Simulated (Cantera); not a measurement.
A closed system holds: 1 mol Al, 4.8 mol HCl, 2.9 mol N₂, 26 mol N₂O, equilibrated at 315 Torr.

Cantera equilibrium calculation (NASA polynomials, part measured and part estimated; ideal gas, pure solids and liquids). Candidate condensed phases: Al, AlCl₃, AlN, Al₂O₃, H₂O, NH₄Cl; 45 gas species. The numbers say what is thermodynamically allowed, not how fast it happens. All values below are at 1950 K.

Base state: N₂ 0.621, O₂ 0.253, HCl 0.0710, Cl 0.0304, H₂O 0.0159, NO 0.00648, Cl₂ 0.00106, OH 0.000827 (mole fractions); condensed: Al₂O₃(s).

Q: What changes in the equilibrium state with this change: HCl from 4.8 to 7.9 mol?

A: 
```tsv
species	before	after
N₂	0.621	0.581
O₂	0.253	0.233
HCl	0.0710	0.115
H₂O	0.0159	0.0220
Cl	0.0304	0.0409
AlCl₃	4.15e-6	1.08e-5
Cl₂	0.00106	0.00191
HOCl	9.87e-6	1.53e-5
H₂	9.57e-6	1.38e-5
ClO	0.000155	0.000201
OH	0.000827	0.000952
Al₂O₃(s), mol	0.500	0.500
```

Q: What changes in the equilibrium state with this change: pressure from 315 Torr to 100 Torr?

A: 
```tsv
species	before	after
N₂	0.621	0.620
O₂	0.253	0.251
HCl	0.0710	0.0666
Cl	0.0304	0.0359
H₂O	0.0159	0.0178
H	5.47e-6	1.37e-5
Cl₂	0.00106	0.000466
H₂	9.57e-6	1.91e-5
Al₂O₃(s), mol	0.500	0.500
```
